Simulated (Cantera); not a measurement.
Feed: 1 mol C2H4, 0.041 mol H2O, 0.45 mol N2, held at 625 K and 100 Torr.

Method: chemical equilibrium by Gibbs-energy minimisation in Cantera with the NASA 1993 tables (ideal gas, pure condensed phases). Candidate condensed phases: C, C6H6, C7H8, C8H18, H2O; 136 gas species. Equilibrium is a limit: real reactors are often held back by kinetics, nucleation or transport.

Base state: CH4 0.450, H2 0.264, N2 0.262, H2O 0.0234, NH3 0.000255, CO2 0.000176, CO 9.61e-5 (mole fractions); condensed: C(graphite).

Task: What changes in the equilibrium state with this change: C2H4 replaced by C?

Result: 
| species | before | after |
|---|---|---|
| N2 | 0.262 | 0.901 |
| H2O | 0.0234 | 0.0341 |
| H2 | 0.264 | 0.0334 |
| CH4 | 0.450 | 0.00722 |
| CO2 | 0.000176 | 0.0234 |
| NH3 | 0.000255 | 2.13e-5 |
| CO | 9.61e-5 | 0.00111 |
| C(graphite), mol | 1.23 | 0.984 |
